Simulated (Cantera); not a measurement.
A perfectly stirred reactor is fed with CH4 : O2 : N2 = 1 : 2.78 : 30.6 (molar parts), at 255 Torr; it is adiabatic with a 800 K inlet, and is followed from long to short residence time, starting on the burning branch (τ in s: 0.065, 0.027, 0.011, 0.0048, 0.002, 0.00085, 0.00036, 0.00015, 6.3e-05, 2.7e-05, 1.1e-05, 4.7e-06).

Model: GRI-Mech 3.0 (53 species, 325 reactions), integrated in Cantera.

What does this change do: CH4 1 to 0.65 parts?


```tsv
quantity	before	after
blow-out, bracketed by the residence times tried	burning at 2.00 ms, out at 0.850 ms	not reached
x(CH4) at τ = 65.0 ms	3.54e-5	0.0191
x(O2) at τ = 65.0 ms	0.0232	0.0817
x(CH3) at τ = 65.0 ms	3.26e-6	1.70e-11
x(CO2) at τ = 65.0 ms	0.0279	<1e-12
x(CH2CO) at τ = 65.0 ms	3.41e-9	<1e-12
x(CH4) at τ = 0.360 ms	0.0291	0.0191
x(O2) at τ = 0.360 ms	0.0809	0.0817
x(CH3) at τ = 0.360 ms	<1e-12	<1e-12
x(CO2) at τ = 0.360 ms	<1e-12	<1e-12
x(CH2CO) at τ = 0.360 ms	<1e-12	<1e-12
state	not reached	not burning at any residence time tried
```

What does this change do: N2 30.6 to 24 parts?


```
quantity                                                                       before                                 after
------------------------------------------------  -----------------------------------  ------------------------------------
blow-out, bracketed by the residence times tried  burning at 2.00 ms, out at 0.850 ms  burning at 0.850 ms, out at 0.360 ms
x(CH4) at τ = 65.0 ms                                                         3.54e-5                               2.23e-5
x(O2) at τ = 65.0 ms                                                           0.0232                                0.0285
x(CH3) at τ = 65.0 ms                                                         3.26e-6                               2.97e-6
x(CO2) at τ = 65.0 ms                                                          0.0279                                0.0346
x(CH2CO) at τ = 65.0 ms                                                       3.41e-9                               1.71e-9
x(CH4) at τ = 0.360 ms                                                         0.0291                                0.0360
x(O2) at τ = 0.360 ms                                                          0.0809                                 0.100
x(CH3) at τ = 0.360 ms                                                         <1e-12                                <1e-12
x(CO2) at τ = 0.360 ms                                                         <1e-12                                <1e-12
x(CH2CO) at τ = 0.360 ms                                                       <1e-12                                <1e-12
```
